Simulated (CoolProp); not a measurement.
Sulfur dioxide along the isotherm 433.2 K: Z from the reference equation and from simpler models built on Tc = 430.6 K, pc = 7.887 MPa, ω = 0.256; each cubic takes its own stable root.

Values from CoolProp's reference Helmholtz-energy equation of state, Gao 2016.

```json
[
 {"p (MPa)": "2.69", "phase": "gas", "reference": "0.8732", "Redlich-Kwong": "0.8760", "Soave-Redlich-Kwong": "0.8764", "Peng-Robinson": "0.8640"},
 {"p (MPa)": "5.38", "phase": "gas", "reference": "0.7105", "Redlich-Kwong": "0.7198", "Soave-Redlich-Kwong": "0.7211", "Peng-Robinson": "0.6979"},
 {"p (MPa)": "8.08", "phase": "supercritical", "reference": "0.3731", "Redlich-Kwong": "0.3913", "Soave-Redlich-Kwong": "0.4106", "Peng-Robinson": "0.3842"},
 {"p (MPa)": "10.8", "phase": "supercritical", "reference": "0.2289", "Redlich-Kwong": "0.2791", "Soave-Redlich-Kwong": "0.2809", "Peng-Robinson": "0.2541"},
 {"p (MPa)": "13.5", "phase": "supercritical", "reference": "0.2659", "Redlich-Kwong": "0.3170", "Soave-Redlich-Kwong": "0.3183", "Peng-Robinson": "0.2870"},
 {"p (MPa)": "16.2", "phase": "supercritical", "reference": "0.3053", "Redlich-Kwong": "0.3585", "Soave-Redlich-Kwong": "0.3595", "Peng-Robinson": "0.3238"},
 {"p (MPa)": "18.8", "phase": "supercritical", "reference": "0.3436", "Redlich-Kwong": "0.3989", "Soave-Redlich-Kwong": "0.3999", "Peng-Robinson": "0.3598"},
 {"p (MPa)": "21.5", "phase": "supercritical", "reference": "0.3830", "Redlich-Kwong": "0.4407", "Soave-Redlich-Kwong": "0.4416", "Peng-Robinson": "0.3971"},
 {"p (MPa)": "24.2", "phase": "supercritical", "reference": "0.4222", "Redlich-Kwong": "0.4820", "Soave-Redlich-Kwong": "0.4829", "Peng-Robinson": "0.4341"},
 {"p (MPa)": "26.9", "phase": "supercritical", "reference": "0.4609", "Redlich-Kwong": "0.5229", "Soave-Redlich-Kwong": "0.5238", "Peng-Robinson": "0.4707"},
 {"p (MPa)": "29.6", "phase": "supercritical", "reference": "0.4993", "Redlich-Kwong": "0.5634", "Soave-Redlich-Kwong": "0.5642", "Peng-Robinson": "0.5070"},
 {"p (MPa)": "32.3", "phase": "supercritical", "reference": "0.5373", "Redlich-Kwong": "0.6033", "Soave-Redlich-Kwong": "0.6042", "Peng-Robinson": "0.5429"},
 {"p (MPa)": "35", "phase": "supercritical", "reference": "0.5749", "Redlich-Kwong": "0.6429", "Soave-Redlich-Kwong": "0.6437", "Peng-Robinson": "0.5784"}
]
```
